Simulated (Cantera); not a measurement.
Input (Python, Cantera):

```python
import numpy as np
import cantera as ct

gas = ct.Solution("gri30.yaml")
gas.TPX = 600, 230000, {'CO': 1, 'H2': 0.07, 'O2': 0.486, 'N2': 4.33}
inlet = ct.Reservoir(gas, clone=True)
gas.equilibrate("HP")  # start burning
reactor = ct.IdealGasConstPressureReactor(gas, energy="on", clone=False)
exhaust = ct.Reservoir(gas, clone=True)
tau = [0.031, 0.016, 0.0081, 0.0041, 0.0021, 0.0011, 0.00055, 0.00028, 0.00014, 7.4e-05, 3.8e-05, 1.9e-05, 9.8e-06][0]
for a, b in ((inlet, reactor), (reactor, exhaust)):
    ct.MassFlowController(a, b, mdot=lambda t: reactor.mass / tau)
net = ct.ReactorNet([reactor])
show = ['CO', 'H2', 'O2', 'H', 'CO2']

rows = []
print(f"{'tau/s':>10s}{'T/K':>9s}" + "".join(f"{s:>11s}" for s in show))
for tau in [0.031, 0.016, 0.0081, 0.0041, 0.0021, 0.0011, 0.00055, 0.00028, 0.00014, 7.4e-05, 3.8e-05, 1.9e-05, 9.8e-06]:
    net.initial_time = 0.0
    net.advance(30 * tau)
    before = gas.X
    net.advance(40 * tau)
    drift = np.max(np.abs(gas.X - before) / (gas.X + 1e-9))
    rows.append([gas.T, *gas[show].X, drift])
    print(f"{tau:10.3e}{gas.T:9.1f}" + "".join(f"{x:11.3e}" for x in gas[show].X))
```

Result:

```
     tau/s      T/K         CO         H2         O2          H        CO2
 3.100e-02   1865.5  2.792e-02  5.051e-04  4.818e-03  4.002e-04  1.562e-01
 1.600e-02   1838.6  3.113e-02  5.718e-04  6.382e-03  5.766e-04  1.526e-01
 8.100e-03   1804.4  3.507e-02  6.540e-04  8.285e-03  8.442e-04  1.482e-01
 4.100e-03   1762.8  3.970e-02  7.484e-04  1.050e-02  1.235e-03  1.430e-01
 2.100e-03   1713.3  4.502e-02  8.481e-04  1.303e-02  1.777e-03  1.371e-01
 1.100e-03   1654.9  5.115e-02  9.415e-04  1.593e-02  2.460e-03  1.302e-01
 5.500e-04   1574.5  5.985e-02  1.023e-03  2.009e-02  3.251e-03  1.205e-01
 2.800e-04   1447.8  7.583e-02  1.089e-03  2.810e-02  3.323e-03  1.030e-01
 1.400e-04    600.0  1.699e-01  1.189e-02  8.257e-02  1.252e-18  2.845e-15
 7.400e-05    600.0  1.699e-01  1.189e-02  8.257e-02  9.641e-19  6.994e-16
 3.800e-05    600.0  1.699e-01  1.189e-02  8.257e-02  6.568e-19  3.214e-16
 1.900e-05    600.0  1.699e-01  1.189e-02  8.257e-02  3.931e-19  1.446e-16
 9.800e-06    600.0  1.699e-01  1.189e-02  8.257e-02  2.205e-19  6.937e-17
```

Computed with Cantera and GRI-Mech 3.0 (53 species, 325 reactions). The hydrogen kinetics of GRI-Mech 3.0 are dated; newer H2 mechanisms differ, most at raised pressure.
